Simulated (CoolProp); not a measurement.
Aqueous sodium chloride as a coolant, at -7 °C, 1 atm.

Computed with CoolProp (Melinder's fits for secondary coolants).

```csv
mass %,freezing point (°C),viscosity (mPa s),density (kg/m³),Prandtl number,conductivity (W/(m K))
13.5,-9.5,2.83,1106,18.5,0.542
15.1,-11.0,2.96,1119,19.1,0.541
16.7,-12.6,3.09,1132,19.8,0.540
18.4,-14.5,3.26,1146,20.6,0.539
20,-16.5,3.43,1160,21.5,0.537
21.6,-18.5,3.63,1173,22.6,0.536
```
